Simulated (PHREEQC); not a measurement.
PHREEQC input (ion-association model, wateq4f.dat):

```
SOLUTION_MASTER_SPECIES
  An  An-  0  An  62.0  # stands for a non-complexing anion
SOLUTION_SPECIES
  An- = An-
    -log_k 0
    -gamma 3.0 0
PHASES
  Fix_H+
    H+ = H+
    -log_k 0
SOLUTION 1
  temp 25
  units mmol/kgw
  pH 7 charge
  S(6) 0.011
  Ag 0.022
  Na 10
  An 10
END
SELECTED_OUTPUT 1
  -reset false
  -pH true
  -pe true
  -ionic_strength true
  -water true
  -totals Ag Na S S(-2) S(6)
  -molalities Hfo_wOH Hfo_wOH2+ Hfo_wO- Hfo_sOH Hfo_sOH2+ Hfo_sO- Hfo_sOAg Hfo_wOAg Hfo_wSO4- Hfo_wOHSO4-2
  -saturation_indices Ag2O Ag2SO4 Mirabilite
USER_PUNCH 1
  -headings sigma psi
  10 PUNCH EDL("sigma", "Hfo"), EDL("psi", "Hfo")
PRINT
  -reset false
USE solution 1
SURFACE 1
  Hfo_wOH 4.26966e-05 600 0.019
  Hfo_sOH 1.06742e-06
EQUILIBRIUM_PHASES 1
  Fix_H+ -3 HAn 10
    -force_equality true
  O2(g) -0.68 10
END
# ... the last block is repeated for the other 12 points of pH, with NaOH or the acid as the point needs
```

Selected output (columns that matter, 9 of 13 rows; pH added in front):

```
pH	mu	Ag	Na	S	m_Hfo_wOH	m_Hfo_wOH2+	m_Hfo_wO-	m_Hfo_sOH	m_Hfo_sOH2+	m_Hfo_sO-	si_Ag2O	si_Mirabilite	sigma	psi
3	0.011132	2.2e-05	0.01	2.9415e-07	1.2201e-06	3.077e-05	1.1083e-09	4.0709e-08	1.0267e-06	3.6979e-11	-15.989	-9.7388	0.17186	0.17086
4	0.010139	2.1999e-05	0.01	7.719e-07	5.7391e-06	2.6701e-05	2.8259e-08	1.8855e-07	8.7723e-07	9.2842e-10	-13.986	-9.2832	0.12063	0.15513
4.5	0.010064	2.1996e-05	0.01	1.7317e-06	9.6281e-06	2.3711e-05	8.9565e-08	3.0639e-07	7.5452e-07	2.8502e-09	-12.985	-8.9294	0.092743	0.14189
5	0.01004	2.1983e-05	0.01	3.519e-06	1.4983e-05	1.9975e-05	2.5747e-07	4.4697e-07	5.9588e-07	7.6807e-09	-11.986	-8.6205	0.070598	0.12808
6	0.010033	2.1779e-05	0.01	8.3684e-06	2.7516e-05	1.0965e-05	1.5819e-06	5.8324e-07	2.3241e-07	3.353e-08	-9.994	-8.2439	0.040261	0.099949
7	0.010032	2.1184e-05	0.01	1.084e-05	3.2426e-05	6.1864e-06	3.8935e-06	2.1562e-07	4.1138e-08	2.5891e-08	-8.0181	-8.1315	0.016945	0.059715
7.5	0.010032	2.0945e-05	0.01	1.0979e-05	3.2645e-05	5.4702e-06	4.4629e-06	8.416e-08	1.4103e-08	1.1506e-08	-7.0279	-8.1259	0.0082075	0.033471
8	0.010033	2.0667e-05	0.010002	1.0998e-05	3.2539e-05	5.0101e-06	4.8412e-06	2.9001e-08	4.4654e-09	4.3149e-09	-6.0396	-8.1251	0.0013907	0.0060667
9	0.010044	1.8387e-05	0.010016	1.1e-05	3.0723e-05	3.9544e-06	5.4683e-06	3.3683e-09	4.3354e-10	5.9951e-10	-4.1419	-8.1239	-0.012816	-0.048485
```

The oxide is taken as insoluble; below pH 4 it would dissolve.
